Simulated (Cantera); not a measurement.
A diamond (100) surface in a fixed gas of H2 with x(CH4) = 0.0072, x(H) = 0.0081, x(CH3) = 2.9e-05, at 1175 K; coverages are run to steady state.

Detailed kinetics in Cantera: the Harris–Goodwin 1993 mechanism for the reconstructed diamond (100) surface.

One state of this run: growth (µm/h) = 0.220; θ c6HH = 0.457; θ c6H* = 0.0357; θ c6*H = 0.480; θ c6** = 0.0268; θ c6HM = 0.000301. θ: site fractions in the mechanism's names (c6HH fully hydrogenated, c6H* and c6*H radical sites, c6** diradical, c6HM methylated).

Problem. Which value of P (Pa) does it belong to?
(A) 12000
(B) 3300
(C) 2200
(D) 920

Solution. C, 2200
